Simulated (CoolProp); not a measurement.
Model: reference Helmholtz-energy equation of state, Thol 2017, in CoolProp.

Task: Give the vapour pressure (kPa), liquid density (kg/m³), vapour Z of saturated octamethyltrisiloxane (MDM) at 410.5, 473.2, 510.8 K.

Result: 
```
T (K)  p (kPa)  liquid density (kg/m³)  vapour Z
-----  -------  ----------------------  --------
410.5     66.9                     694     0.945
473.2      302                     610     0.836
510.8      608                     544     0.723
```
